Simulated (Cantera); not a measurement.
Standard-state values (1 bar) from the NASA 1993 polynomials, evaluated with Cantera. Values are per mole of reaction as written; species without (g) are pure solids or liquids, kept so even where they would boil at 1 bar.

Task: Between 300 and 1223 K, where is each reaction favourable under standard conditions?
- Zr + O₂(g) = ZrO₂(g)
- 1.143 Ti + O₂(g) = 0.2857 Ti₄O₇
- Nb + O₂(g) = NbO₂(g)

Result: 
- Zr + O₂(g) = ZrO₂(g): ΔG° is -295 kJ at 300 K and -317 kJ at 1223 K; it stays negative (K > 1). ΔH° is -297 kJ and ΔS° 16 J/K at 1223 K.
- 1.143 Ti + O₂(g) = 0.2857 Ti₄O₇: ΔG° is -918 kJ at 300 K and -756 kJ at 1223 K; it stays negative (K > 1). ΔH° is -967 kJ and ΔS° -173 J/K at 1223 K.
- Nb + O₂(g) = NbO₂(g): ΔG° is -209 kJ at 300 K and -232 kJ at 1223 K; it stays negative (K > 1). ΔH° is -207 kJ and ΔS° 21 J/K at 1223 K.
